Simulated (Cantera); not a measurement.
Input: 1 mol B₂O₃, 13 mol HF, 2 mol N₂, equilibrated at 1825 K and 0.00150 bar.

Equilibrium computed with Cantera from the NASA thermochemical tables; the gas is ideal and each condensed phase is pure. Candidate condensed phases: B, BN, B₂O₃, B₃O₃H₃, H₂O; 62 gas species. Equilibrium is a limit: real reactors are often held back by kinetics, nucleation or transport.

Base state: HF 0.689, N₂ 0.125, BOF 0.120, H₂O 0.0556, HBO₂ 0.00375, H₂ 0.00282, O₂ 0.00119, OH 0.000832 (mole fractions); condensed: gas only.

Task: What changes in the equilibrium state with this change: pressure from 0.00150 bar to 0.0100 bar?

Result: 
```csv
species,before,after
HF,0.689,0.687
N₂,0.125,0.125
BOF,0.120,0.118
H₂O,0.0556,0.0597
BF₃,0.000502,0.00303
O,0.000137,3.90e-5
H,0.000604,0.000176
F,2.79e-5,1.43e-5
```

Task: What changes in the equilibrium state with this change: B₂O₃ replaced by CuO?

Result: 
```
species    before   after
-------  --------  ------
HF          0.689   0.774
N₂          0.125   0.124
CuF             0  0.0331
BOF         0.120       0
H₂O        0.0556  0.0159
Cu              0  0.0290
O₂        0.00119  0.0220
HBO₂      0.00375       0
BF₃      0.000502       0
```
Further candidate phases: Cu, CuF₂, CuO, Cu(OH)₂, Cu₂O.
